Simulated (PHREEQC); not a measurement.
# Acid mine or pickling water: speciation

A made-up water analysis in mg/kgw, 25 °C, pH 3.4, pe 11.2:

```json
[
 {"constituent": "Na", "mg/kgw": "2.88"},
 {"constituent": "K", "mg/kgw": "13.5"},
 {"constituent": "Ca", "mg/kgw": "70.8"},
 {"constituent": "Mg", "mg/kgw": "17.1"},
 {"constituent": "Cl", "mg/kgw": "27.7"},
 {"constituent": "S(6) as SO4", "mg/kgw": "261"},
 {"constituent": "Si as SiO2", "mg/kgw": "0.238"},
 {"constituent": "Pb", "mg/kgw": "30.1"},
 {"constituent": "Mn(2)", "mg/kgw": "5.06"}
]
```

Valence states are taken as typed.

Equilibrium calculation in PHREEQC: ion-association model, phreeqc.dat.

Precipitation was switched off in this run.

### Question
Estimate the ionic strength, specific conductance.

### Answer
ionic strength 0.00974 mol/kgw; specific conductance 761 µS/cm.

### Question
In which forms is Mg present?

### Answer
Mg+2 81 %, MgSO4 19 % of the Mg.

The solution is supersaturated, for example in Anglesite, so a real one may precipitate; this is no full list.
